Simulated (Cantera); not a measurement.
## Adiabatic ignition

An adiabatic, constant-pressure homogeneous reactor starts with CO : H2 : O2 : N2 = 1 : 0.13 : 0.471 : 1.77 (molar parts), equivalence ratio 1.2, at 1025 K and 101000 Pa.

Cantera simulation using GRI-Mech 3.0 (53 species, 325 reactions); the numbers are that mechanism's predictions, not measurements.

| t (s) | T (K) | x CO | x H2 | x O2 | x HO2 | x NO |
|---|---|---|---|---|---|---|
| 1.00e-6 | 1025 | 0.297 | 0.0386 | 0.140 | 8.28e-12 | <1e-12 |
| 2.74e-6 | 1025 | 0.297 | 0.0386 | 0.140 | 2.77e-11 | <1e-12 |
| 7.53e-6 | 1025 | 0.297 | 0.0386 | 0.140 | 1.51e-10 | <1e-12 |
| 2.07e-5 | 1025 | 0.297 | 0.0386 | 0.140 | 1.44e-9 | <1e-12 |
| 5.67e-5 | 1025 | 0.297 | 0.0386 | 0.140 | 2.08e-8 | <1e-12 |
| 0.000156 | 1025 | 0.297 | 0.0386 | 0.140 | 1.65e-6 | <1e-12 |
| 0.000427 | 1915 | 0.167 | 0.00512 | 0.0469 | 7.55e-6 | 4.44e-5 |
| 0.00117 | 2570 | 0.127 | 0.00324 | 0.0289 | 2.26e-6 | 0.000926 |
| 0.00321 | 2661 | 0.117 | 0.00288 | 0.0231 | 2.40e-6 | 0.00407 |
| 0.00882 | 2656 | 0.117 | 0.00290 | 0.0216 | 2.27e-6 | 0.00747 |
| 0.0242 | 2655 | 0.117 | 0.00291 | 0.0213 | 2.24e-6 | 0.00818 |
| 0.0664 | 2655 | 0.117 | 0.00291 | 0.0213 | 2.24e-6 | 0.00819 |
| 0.182 | 2655 | 0.117 | 0.00291 | 0.0213 | 2.24e-6 | 0.00819 |
| 0.500 | 2655 | 0.117 | 0.00291 | 0.0213 | 2.24e-6 | 0.00819 |
x: mole fraction; the columns are a selection and need not sum to one.

| Property | Result |
|---|---|
| time of steepest temperature rise | 0.358 ms |
| temperature at 0.500 s | 2655 K |
| equilibrium temperature | 2655 K |
| x(CO) at 0.500 s | 0.117 (gas-phase equilibrium 0.117) |
| x(H2) at 0.500 s | 0.00291 (gas-phase equilibrium 0.00291) |
| x(O2) at 0.500 s | 0.0213 (gas-phase equilibrium 0.0213) |
